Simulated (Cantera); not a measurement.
A closed system holds: 1 mol SiCl4, 1.9 mol Cl2, 2.3 mol H2, equilibrated at 1475 K and 18000 Torr.

These are equilibrium values from Cantera (NASA tables, ideal gas, pure condensed phases), not measurements of a reactor. Candidate condensed phases: Si; 19 gas species. The tables' values for SiCl3 are old estimates; treat these amounts as uncertain. The numbers say what is thermodynamically allowed, not how fast it happens.

**Question.** What is the equilibrium state?

**Answer.** 
```json
{
  "x(HCl)": "0.734",
  "x(SiCl4)": "0.189",
  "x(H2)": "0.0743",
  "x(SiHCl3)": "0.00181",
  "x(SiCl3)": "0.00144",
  "x(SiCl2)": "3.71e-5",
  "x(Cl)": "5.77e-6",
  "x(SiH2Cl2)": "2.72e-6",
  "gas_amount": "5.204 mol",
  "log10 activity of Si(s) (absent)": "-5.79"
}
```
